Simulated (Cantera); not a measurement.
Feed: 1 mol MgO, 3.7 mol C, 1.8 mol CO, equilibrated at 22.0 Pa.

Equilibrium computed with Cantera from the NASA thermochemical tables; the gas is ideal and each condensed phase is pure. Candidate condensed phases: C, Mg, MgCO₃, MgO; 15 gas species. The numbers say what is thermodynamically allowed, not how fast it happens. All values below are at 1400 K.

Base state: CO 0.737, Mg 0.263 (mole fractions); condensed: C(graphite).

Task: What changes in the equilibrium state with this change: 0.58 mol H₂S added?

Result: 
```tsv
species	before	after
CO	0.737	0.737
H₂	0	0.153
Mg	0.263	0.111
H	0	0.000128
C(graphite), mol	2.70	2.70
MgS(s), mol	0	0.580
```
Further candidate phases: C₆H₆, C₇H₈, C₈H₁₈, H₂O, H₂SO₄, Mg(OH)₂, MgS, MgSO₄, S.
